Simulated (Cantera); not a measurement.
Transport properties of process gases

Gas mixture: 100 % NH₃, at 1.50 Torr, frozen composition.

Cantera's kinetic-theory transport with the Lennard-Jones parameters of GRI-Mech 3.0, ideal gas; thermal conductivity in the mixture-averaged form. Polar gases are described roughly by these parameters. The composition is frozen, though it would react at the higher temperatures.

```
T (K)  ρ (kg/m³)  cp (J/kg/K)  μ (µPa s)  λ (mW/m/K)     Pr  D (cm²/s) NH₃  D (cm²/s) NO  D (cm²/s) CH₃
-----  ---------  -----------  ---------  ----------  -----  -------------  ------------  -------------
400      0.00102         2269       13.9        44.3  0.713          0.000           191            198
600     0.000683         2662       20.9        77.4  0.719          0.000           402            421
800     0.000512         3009       27.5         115  0.721          0.000           668            705
1000    0.000410         3319       33.6         154  0.725          0.000           983           1040
1200    0.000341         3580       39.3         194  0.727          0.000          1340           1430
1400    0.000293         3802       44.6         233  0.728          0.000          1740           1860
1600    0.000256         3990       49.6         271  0.730          0.000          2180           2330
1800    0.000228         4147       54.3         308  0.731          0.000          2660           2840
```
D: mixture-averaged diffusion coefficient of that species in the mixture.
